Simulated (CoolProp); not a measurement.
n-heptane along the isobar 579 kPa: Z from the reference equation and from simpler models built on Tc = 541.2 K, pc = 2774 kPa, ω = 0.349; each cubic takes its own stable root.

Model: reference Helmholtz-energy equation of state, Span 2003, in CoolProp. It is a short technical equation, of lower accuracy than the large ones.

```tsv
T (K)	phase	reference
496.1	gas	0.8897
509.1	gas	0.9007
522.1	gas	0.9104
535.1	gas	0.9188
548.1	gas	0.9262
561	gas	0.9326
574	gas	0.9385
587	gas	0.9436
600	gas	0.9483
```

How far does each simpler model (Pitzer virial, Peng-Robinson) lie from the reference over these 9 states: mean and median of the absolute difference, and the worst?


- Pitzer virial: mean 0.5 %, median 0.4 %, worst +1.1 % at 496.1 K and 579 kPa
- Peng-Robinson: mean 0.5 %, median 0.5 %, worst -0.6 % at 574 K and 579 kPa
